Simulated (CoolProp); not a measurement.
Toluene along the isotherm 620 K: Z from the reference equation and from simpler models built on Tc = 591.7 K, pc = 4.126 MPa, ω = 0.266; each cubic takes its own stable root.

Model: reference Helmholtz-energy equation of state, Lemmon 2006, in CoolProp. It is a short technical equation, of lower accuracy than the large ones.

| p (MPa) | phase | reference |
|---|---|---|
| 0.0652 | gas | 0.9950 |
| 0.105 | gas | 0.9920 |
| 0.17 | gas | 0.9869 |
| 0.275 | gas | 0.9788 |
| 0.444 | gas | 0.9655 |
| 0.718 | gas | 0.9435 |
| 1.16 | gas | 0.9069 |
| 1.87 | gas | 0.8444 |
| 3.03 | gas | 0.7291 |
| 4.89 | supercritical | 0.4767 |
| 7.9 | supercritical | 0.3143 |
| 12.8 | supercritical | 0.4390 |
| 20.6 | supercritical | 0.6430 |

How far does each simpler model (van der Waals, Soave-Redlich-Kwong) lie from the reference over these 13 states: mean and median of the absolute difference, and the worst?


- van der Waals: mean 10.1 %, median 1.5 %, worst +37.8 % at 620 K and 12.8 MPa
- Soave-Redlich-Kwong: mean 4.8 %, median 0.8 %, worst +22.1 % at 620 K and 7.9 MPa
